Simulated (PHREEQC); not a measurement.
Make-up at 30 °C: 2.3 mmol/kgw CaCl2, 1.4 mmol/kgw BaCl2 and 5.1 mmol/kgw KBr. Closed to the air; pH follows from the charge balance.

All values are PHREEQC results (ion-association model, phreeqc.dat), not measurements.

Each row changes one thing in this solution. No solid was allowed to form.

```csv
case,CaOH+ (mol/kgw),BaOH+ (mol/kgw),SI of Sylvite (KCl)
as made,2.14e-9,2.61e-10,-5.46
diluted 5-fold with water,5.22e-10,6.45e-11,-6.80
KBr from 0.0051 to 0.00561 mol/kgw,2.14e-9,2.59e-10,-5.42
temperature from 30 to 40 °C,1.52e-9,1.84e-10,-5.51
KBr from 0.0051 to 0.0102 mol/kgw,2.05e-9,2.48e-10,-5.17
KBr from 0.0051 to 0.0255 mol/kgw,1.86e-9,2.22e-10,-4.81
temperature from 30 to 10 °C,4.68e-9,5.70e-10,-5.35
BaCl2 from 0.0014 to 0.0028 mol/kgw,2.07e-9,5.00e-10,-5.33
KBr from 0.0051 to 0.00459 mol/kgw,2.16e-9,2.62e-10,-5.51
```

Constants without temperature data keep their 25 °C values here.
